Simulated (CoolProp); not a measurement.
R236FA at 360.64 K and 0.281 MPa flows at 0.6 m/s in a round tube of 50 mm bore and 45 µm roughness, fully developed (64/Re and Nu = 3.66 if laminar; Colebrook and Gnielinski if turbulent). Each further row changes one setting.

Values from CoolProp's reference Helmholtz-energy equation of state, Pan 2012.

| case | Reynolds number | Darcy friction factor | pressure drop (Pa/m) | heat-transfer coefficient (W/(m² K)) | mass flow (kg/h) |
|---|---|---|---|---|---|
| as stated | 33600 | 0.0252 | 1.36 | 30.6 | 63.3 |
| velocity 1.2 m/s | 67300 | 0.0228 | 4.91 | 55.7 | 127 |
| diameter 100 mm | 67300 | 0.0213 | 0.573 | 25.9 | 253 |

Viscosity comes from a separate model (Huber 2003), an estimate that may be off by 10 % or more. Thermal conductivity comes from a separate model (Huber 2003), an estimate that may be off by 10 % or more.
